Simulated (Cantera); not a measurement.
## Low-pressure radical oxidation in H2/O2

An isothermal, constant-pressure homogeneous reactor starts with H₂ : O₂ = 0.76 : 1 (molar parts), at 1250 K and 0.0360 bar.

Detailed kinetics in Cantera: the H2/O2 subset of GRI-Mech 3.0, which has no nitrogen chemistry. Radical loss at walls, strong at low pressure, is not modelled. The temperature is held fixed by assumption; the heat of reaction is taken as removed at once.

| t (s) | x H₂ | x O₂ | x OH | x O | x H | x H₂O₂ | x HO₂ |
|---|---|---|---|---|---|---|---|
| 1.00e-6 | 0.432 | 0.568 | 3.12e-11 | 3.29e-11 | 1.48e-9 | <1e-12 | 1.51e-9 |
| 2.90e-6 | 0.432 | 0.568 | 2.21e-10 | 2.55e-10 | 4.21e-9 | <1e-12 | 4.38e-9 |
| 8.42e-6 | 0.432 | 0.568 | 1.33e-9 | 1.80e-9 | 1.25e-8 | 7.68e-12 | 1.27e-8 |
| 2.44e-5 | 0.432 | 0.568 | 8.02e-9 | 1.26e-8 | 5.17e-8 | 6.46e-11 | 3.69e-8 |
| 7.09e-5 | 0.432 | 0.568 | 1.31e-7 | 2.15e-7 | 7.54e-7 | 5.45e-10 | 1.10e-7 |
| 0.000206 | 0.430 | 0.567 | 0.000152 | 0.000250 | 0.000870 | 1.57e-8 | 3.87e-6 |
| 0.000597 | 0.0357 | 0.385 | 0.0170 | 0.0752 | 0.158 | 1.30e-6 | 2.36e-5 |
| 0.00173 | 0.0200 | 0.422 | 0.0132 | 0.0330 | 0.0490 | 2.27e-6 | 3.15e-5 |
| 0.00503 | 0.00261 | 0.445 | 0.00466 | 0.00381 | 0.00189 | 1.85e-6 | 2.32e-5 |
| 0.0146 | 0.000204 | 0.449 | 0.00130 | 0.000297 | 4.09e-5 | 5.61e-7 | 4.97e-6 |
| 0.0423 | 2.74e-5 | 0.449 | 0.000492 | 4.20e-5 | 2.16e-6 | 1.67e-7 | 8.99e-7 |
| 0.123 | 5.68e-6 | 0.449 | 0.000229 | 9.10e-6 | 2.17e-7 | 5.48e-8 | 2.18e-7 |
| 0.356 | 1.50e-6 | 0.449 | 0.000119 | 2.47e-6 | 3.05e-8 | 1.89e-8 | 7.14e-8 |
| 1.03 | 4.67e-7 | 0.449 | 6.68e-5 | 7.77e-7 | 5.41e-9 | 6.91e-9 | 3.99e-8 |
| 3.00 | 1.96e-7 | 0.449 | 4.31e-5 | 3.24e-7 | 1.48e-9 | 3.23e-9 | 3.92e-8 |
x: mole fraction; the columns are a selection and need not sum to one.

Equilibrium at this temperature and pressure: H₂ 1.50e-7, O₂ 0.449, OH 3.76e-5, O 2.46e-7, H 9.94e-10, H₂O₂ 2.58e-9, HO₂ 4.14e-8 (gas phase only).
